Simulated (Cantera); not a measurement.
# Diamond growth

A diamond (100) surface in a fixed gas of H2 with x(CH4) = 0.03, x(CH3) = 0.0013, at 925 K, 1100 Pa; coverages are run to steady state.

Detailed kinetics in Cantera: the Harris–Goodwin 1993 mechanism for the reconstructed diamond (100) surface.

```csv
x(H),growth (µm/h),θ c6HH,θ c6H*,θ c6*H,θ c6**,θ c6HM
0.0001,0.331,0.142,0.00223,0.0575,0.000217,0.628
0.00022,0.674,0.180,0.00301,0.0774,0.000510,0.581
0.00048,1.27,0.247,0.00428,0.110,0.00109,0.501
0.0011,2.21,0.349,0.00622,0.160,0.00210,0.380
0.0023,3.15,0.450,0.00813,0.209,0.00315,0.259
0.005,4.01,0.540,0.00984,0.253,0.00412,0.151
0.011,4.58,0.601,0.0110,0.283,0.00478,0.0787
0.024,4.90,0.635,0.0117,0.299,0.00514,0.0386
0.053,5.07,0.652,0.0121,0.307,0.00534,0.0181
```
θ: site fractions in the mechanism's names (c6HH fully hydrogenated, c6H* and c6*H radical sites, c6** diradical, c6HM methylated).
